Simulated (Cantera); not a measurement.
A closed system holds: 1 mol Ta2O5, 5 mol C, 0.47 mol CO, equilibrated at 1148.15 K and 0.000220 bar.

Equilibrium computed with Cantera from the NASA thermochemical tables; the gas is ideal and each condensed phase is pure. Candidate condensed phases: C, Ta, TaC, Ta2O5; 15 gas species. Mutual solubility and eutectic melting of coexisting phases are not modelled. TaC: taken at fixed stoichiometry. Condensed phases not in the tables: Ta2C. The numbers say what is thermodynamically allowed, not how fast it happens.

Base state: CO 1.000, CO2 0.000196 (mole fractions); condensed: TaC(s) + Ta2O5(s).

Question: What changes in the equilibrium state with this change: temperature from 1148.15 K to 923.15 K?

Answer: 
```
species             before     after
----------------  --------  --------
CO                   1.000     0.999
CO2               0.000196  0.000691
TaC(s), mol           1.43         0
Ta2O5(s), mol        0.286      1.00
C(graphite), mol         0      5.00
```

Question: What changes in the equilibrium state with this change: temperature from 1148.15 K to 1975 K?

Answer: 
```csv
species,before,after
CO,1.000,1.000
TaO,<1e-9,5.25e-5
CO2,0.000196,3.25e-5
TaO2,<1e-9,2.44e-5
"TaC(s), mol",1.43,0.000732
"Ta2O5(s), mol",0.286,0
"Ta(s), mol",0,2.00
```
Condensed phases not in the tables: Ta2C, N, O or C dissolved in the metal.
